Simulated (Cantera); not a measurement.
Ammonia decomposition in nitride growth gas

An isothermal, constant-pressure homogeneous reactor starts with NH3 : H2 = 1 : 1.4 (molar parts), at 1500 K and 0.405 atm.

Detailed kinetics in Cantera: the gas-phase N/H chemistry of the illustrative SiF4/NH3 mechanism in the Surface Chemkin manual (1991). Walls and surfaces, which speed up NH3 decomposition in real reactors, are not modelled.

| t (s) | x NH3 | x H2 | x NH | x N | x NH2 |
|---|---|---|---|---|---|
| 0.000100 | 0.417 | 0.583 | 2.21e-12 | <1e-12 | 1.48e-7 |
| 0.000339 | 0.417 | 0.583 | 2.62e-11 | <1e-12 | 5.03e-7 |
| 0.00115 | 0.417 | 0.583 | 3.04e-10 | <1e-12 | 1.70e-6 |
| 0.00389 | 0.417 | 0.583 | 3.41e-9 | 1.75e-11 | 5.70e-6 |
| 0.0132 | 0.417 | 0.583 | 2.83e-8 | 4.17e-10 | 1.65e-5 |
| 0.0447 | 0.417 | 0.583 | 5.46e-8 | 1.11e-9 | 2.29e-5 |
| 0.152 | 0.416 | 0.584 | 5.48e-8 | 1.12e-9 | 2.29e-5 |
| 0.514 | 0.415 | 0.584 | 5.47e-8 | 1.12e-9 | 2.29e-5 |
| 1.74 | 0.411 | 0.587 | 5.44e-8 | 1.11e-9 | 2.27e-5 |
| 5.90 | 0.399 | 0.595 | 5.32e-8 | 1.09e-9 | 2.21e-5 |
| 20.0 | 0.361 | 0.619 | 4.96e-8 | 1.04e-9 | 2.03e-5 |
x: mole fraction; the columns are a selection and need not sum to one.

Equilibrium at this temperature and pressure: NH3 7.56e-6, H2 0.853, NH 1.45e-12, N <1e-12, NH2 5.00e-10 (gas phase only).
